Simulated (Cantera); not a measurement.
**Pyrogenic steam for wet oxidation**

A perfectly stirred reactor is fed with H2 : O2 : N2 = 3 : 1 : 0.91 (molar parts), equivalence ratio 1.5, at 150 Torr; it is held at 948 K, and followed from long to short residence time.

Computed with Cantera and GRI-Mech 3.0 (53 species, 325 reactions). Below about 950 K walls govern HO2 and H2O2 in real vessels. The temperature is held fixed by assumption; the heat of reaction is taken as removed at once.

| τ (s) | x H2 | x O2 | x HO2 | x H | x H2O |
|---|---|---|---|---|---|
| 2.0 | 0.258 | 0.00122 | 1.21e-6 | 0.000440 | 0.508 |
| 0.91 | 0.258 | 0.00180 | 1.78e-6 | 0.000651 | 0.507 |
| 0.41 | 0.260 | 0.00268 | 2.65e-6 | 0.000968 | 0.505 |
| 0.18 | 0.262 | 0.00405 | 3.97e-6 | 0.00146 | 0.501 |
| 0.083 | 0.265 | 0.00598 | 5.80e-6 | 0.00214 | 0.496 |
| 0.037 | 0.269 | 0.00898 | 8.60e-6 | 0.00317 | 0.488 |
| 0.017 | 0.276 | 0.0133 | 1.25e-5 | 0.00461 | 0.477 |
| 0.0074 | 0.287 | 0.0204 | 1.85e-5 | 0.00683 | 0.458 |
x: mole fraction; the columns are a selection and need not sum to one.
